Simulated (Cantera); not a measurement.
A closed system holds: 1 mol CsCl, 0.93 mol HCl, 350 mol H2, at 1448 K and 1.00 Torr.

Cantera equilibrium calculation (NASA polynomials, part measured and part estimated; ideal gas, pure solids and liquids). Candidate condensed phases: Cs, CsCl; 9 gas species. The numbers say what is thermodynamically allowed, not how fast it happens.

Base state: H2 0.994, CsCl 0.00281, HCl 0.00267, H 0.000252, Cs 2.76e-5 (mole fractions); condensed: gas only.

Question: What changes in the equilibrium state with this change: pressure from 1.00 Torr to 0.00113 Torr?

Answer: 
```
species    before     after
-------  --------  --------
H2          0.994     0.987
H        0.000252   0.00747
HCl       0.00267   0.00317
CsCl      0.00281   0.00227
Cl        5.51e-7   1.96e-5
Cs        2.76e-5  0.000558
```

Question: What changes in the equilibrium state with this change: 0.47 mol O2 added?

Answer: 
```tsv
species	before	after
H2	0.994	0.992
CsCl	0.00281	0.00281
H2O	0	0.00267
H	0.000252	0.000251
Cs	2.76e-5	2.76e-5
HCl	0.00267	0.00267
```
Further candidate phases: CsOH, H2O.
